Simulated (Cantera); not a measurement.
An adiabatic, constant-volume homogeneous reactor starts with 4.40 % CH₄, 0.880 % C₂H₆, 2.33 % C₃H₈, 19.6 % O₂, 72.6 % N₂, 0.128 % CO₂, equivalence ratio 1.2, at 1350 K and 2.10 bar.

Cantera simulation using GRI-Mech 3.0 (53 species, 325 reactions); the numbers are that mechanism's predictions, not measurements. GRI-Mech 3.0 was tuned for natural gas; its chemistry of propane as a main component is partial and can be far from experiment.

Question: Predict: time of steepest temperature rise; temperature at 0.100 s; equilibrium temperature; x(O₂) at 0.100 s.

Answer: 
```
Quantity                                                            Result
---------------------------------  ---------------------------------------
time of steepest temperature rise                                 0.275 ms
temperature at 0.100 s                                              2990 K
equilibrium temperature                                             2990 K
x(O₂) at 0.100 s                   0.00825 (gas-phase equilibrium 0.00825)
```
